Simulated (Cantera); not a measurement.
Source: NASA polynomial tables (part measured, part estimated), evaluated in Cantera. Values are per mole of reaction as written; species without (g) are pure solids or liquids, kept so even where they would boil at 1 bar.

2 Si + O2(g) = 2 SiO(g)

| T (K) | ΔH° (kJ) | ΔS° (J/K) | ΔG° (kJ) | log10 K |
|---|---|---|---|---|
| 2400 | … | … | … | … |
| 2450 | … | … | … | … |
| 2500 | -338.6 | 87.7 | -558.0 | 11.66 |
| 2550 | -339.5 | 87.4 | -562.4 | 11.52 |
| 2600 | … | … | … | … |

Question: Fill in the missing entries.

Answer: 
- 2400, ΔH° (kJ): -336.8
- 2400, ΔS° (J/K): 88.5
- 2400, ΔG° (kJ): -549.2
- 2400, log10 K: 11.95
- 2450, ΔH° (kJ): -337.7
- 2450, ΔS° (J/K): 88.1
- 2450, ΔG° (kJ): -553.6
- 2450, log10 K: 11.80
- 2600, ΔH° (kJ): -340.4
- 2600, ΔS° (J/K): 87.0
- 2600, ΔG° (kJ): -566.7
- 2600, log10 K: 11.39
